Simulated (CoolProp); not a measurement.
A closed Brayton cycle with carbon dioxide: compressor inlet 331.15 K and 9 MPa, high pressure 24 MPa, turbine inlet 930 K, compressor efficiency 0.8, turbine efficiency 0.85, recuperator effectiveness 0.95 (on enthalpy, no pinch check). Each further row changes one setting.

Values from CoolProp's reference Helmholtz-energy equation of state, Span 1996.

```tsv
case	thermal efficiency (%)	net work (kJ/kg)	compressor to turbine work	compressor exit (K)	turbine exit (K)
as stated	35.6	84.1	0.39	415.1	810.1
turbine inlet 880 K	33.7	75.9	0.42	415.1	764.2
compressor inlet 341.15 K	34.2	77.5	0.44	431.7	810.1
high pressure 20.4 MPa	34.9	73.2	0.38	400.7	829.4
recuperator effectiveness 0.5	19.0	84.1	0.39	415.1	810.1
```
